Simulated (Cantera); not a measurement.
A Cantera script and what it prints.

```python
import numpy as np
import cantera as ct

gas_names = [...]  # 123 gases of nasa_gas.yaml made of C, H, O, Si
cond_names = """
    C(gr) C6H6(L) C7H8(L) C8H18(L),n-octa H2O(s) H2O(L) Si(cr) Si(L) SiC(b) SiO2(Lqz) SiO2(hqz) SiO2(L)
""".split()


# ... load() reads the species with a 1 bar reference pressure and builds the phases ...
atoms = {
    'SiH4': {'Si': 1, 'H': 4},
    'CO2': {'C': 1, 'O': 2},
    'H2': {'H': 2},
}
top_T = {'C(gr)': 4500, 'SiC(b)': 3050}  # K; cautious upper limits of use, not melting points


# ... equilibrate(T, P, feed) seeds the gas with the atoms and calls Mixture.equilibrate('TP', solver="vcs", rtol=1e-11, max_steps=5000) ...
results = []
T = 1098  # K
P = 880  # Pa
for m in [0.21, 0.39, 0.74, 1.4, 2.6, 5, 9.4, 18]:
    feed = {'SiH4': 1, 'CO2': m, 'H2': 2.5}  # mol
    mix = equilibrate(T, P, feed)
    results.append((T, P, feed, dict(zip(mix.species_names, mix.species_moles))))

top = {s: max(r[3][s] / sum(r[3][g] for g in gas_names) for r in results) for s in gas_names}
cols = sorted((s for s in top if top[s] > 0.0001), key=lambda s: -top[s])[:6]
seen = [c for c in cond_names if any(r[3].get(c, 0) > 1e-12 for r in results)]
print("log10 of partial pressures in bar; condensed amounts in mol")
print(f"{'n(CO2)':>10s}" + "".join(f"{s[:9]:>10s}" for s in cols + seen))
for T, P, feed, n in results:
    ng = sum(n[g] for g in gas_names)
    print(f"{feed['CO2']:10.4g}" + "".join(f"{np.log10(max(n[s] / ng * P / 1e5, 1e-99)):10.3f}" for s in cols)
          + "".join(f"{n.get(c, 0):10.4g}" for c in seen))
```

Output:

```
log10 of partial pressures in bar; condensed amounts in mol
    n(CO2)        H2       CO2        CO       H2O       CH4     C(gr)    Si(cr)    SiC(b) SiO2(hqz)
      0.21    -2.056   -18.153   -10.091   -10.114    -8.617         0      0.58      0.21      0.21
      0.39    -2.056   -18.153   -10.091   -10.114    -8.617         0      0.22      0.39      0.39
      0.74    -2.056   -12.015    -5.488    -8.580    -5.549    0.4761         0    0.2608    0.7392
       1.4    -2.127    -6.793    -2.877    -6.040    -5.691    0.5994         0         0         1
       2.6    -2.292    -3.567    -2.530    -3.326    -8.554         0         0         0         1
         5    -2.545    -2.836    -2.499    -2.880    -9.729         0         0         0         1
       9.4    -2.876    -2.500    -2.555    -2.818   -10.840         0         0         0         1
        18    -3.295    -2.301    -2.691    -2.902   -12.149         0         0         0         1
```

Equilibrium computed with Cantera from the NASA thermochemical tables; the gas is ideal and each condensed phase is pure. Mutual solubility and eutectic melting of coexisting phases are not modelled.
